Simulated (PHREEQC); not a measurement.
Dissolve 0.031 mol NH4F, 0.00061 mol NaHF2 and 0.016 mol CsCl per kg of water at 25 °C. Closed to the air; pH follows from the charge balance.

Model: ion-association model, wateq4f.dat, run in PHREEQC.

Each row changes one thing in this solution. No solid was allowed to form.

| case | pH | HF (mol/kgw) | HF2- (mol/kgw) | NH3 (mol/kgw) |
|---|---|---|---|---|
| as made | 4.86 | 0.000529 | 6.47e-5 | 1.05e-6 |
| NaHF2 from 0.00061 to 0.0061 mol/kgw | 3.93 | 0.00510 | 0.000722 | 1.23e-7 |
| CsCl from 0.016 to 0.16 mol/kgw | 4.79 | 0.000523 | 6.62e-5 | 8.13e-7 |
| NaHF2 replaced by Na2SO4 at the same molality | 6.24 | 2.17e-5 | 2.60e-6 | 2.49e-5 |
| NaHF2 left out | 6.24 | 2.18e-5 | 2.62e-6 | 2.51e-5 |
| NH4F from 0.031 to 0.0031 mol/kgw | 4.00 | 0.000490 | 7.20e-6 | 1.55e-8 |
| diluted 100-fold with water | 5.39 | 1.93e-6 | 2.37e-9 | 4.19e-8 |
| diluted 5-fold with water | 4.91 | 0.000106 | 2.58e-6 | 2.57e-7 |
| NaHF2 from 0.00061 to 0.000549 mol/kgw | 4.90 | 0.000476 | 5.82e-5 | 1.16e-6 |

Complexes and solids missing from the database can't appear.
